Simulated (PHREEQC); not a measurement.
Solution (25 °C): 0.13 mol K2SO4 per kg of water. Closed to the air; pH follows from the charge balance.

Model: ion-association model, wateq4f.dat, run in PHREEQC.

No solid was allowed to form.

Predict the ionic strength.

ionic strength 0.321 mol/kgw.

In which forms is K present?

K+ 87 %, KSO4- 13 % of the K.

Species that the database lacks are ignored.
